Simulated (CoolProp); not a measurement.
Dry air along the isotherm 161.8 K: fugacity coefficient from the reference equation and from simpler models built on Tc = 132.5 K, pc = 3.786 MPa, ω = 0.034; each cubic takes its own stable root.

Model: reference Helmholtz-energy equation of state, Lemmon 2000, in CoolProp. It is a pseudo-pure fit of the blend.

| p (MPa) | phase | reference |
|---|---|---|
| 0.676 | gas | 0.9678 |
| 1.35 | gas | 0.9363 |
| 2.03 | gas | 0.9052 |
| 2.7 | gas | 0.8750 |
| 3.38 | gas | 0.8450 |
| 4.06 | supercritical | 0.8155 |
| 4.73 | supercritical | 0.7871 |
| 5.41 | supercritical | 0.7590 |
| 6.08 | supercritical | 0.7321 |
| 6.76 | supercritical | 0.7058 |
| 7.44 | supercritical | 0.6808 |
| 8.11 | supercritical | 0.6575 |
| 8.79 | supercritical | 0.6356 |
| 9.46 | supercritical | 0.6158 |

Task: How far does each simpler model (Redlich-Kwong, Peng-Robinson) lie from the reference over these 14 states: mean and median of the absolute difference, and the worst?

Result: 
- Redlich-Kwong: mean 0.4 %, median 0.4 %, worst -0.6 % at 161.8 K and 5.41 MPa
- Peng-Robinson: mean 3.2 %, median 3.6 %, worst -4.6 % at 161.8 K and 9.46 MPa
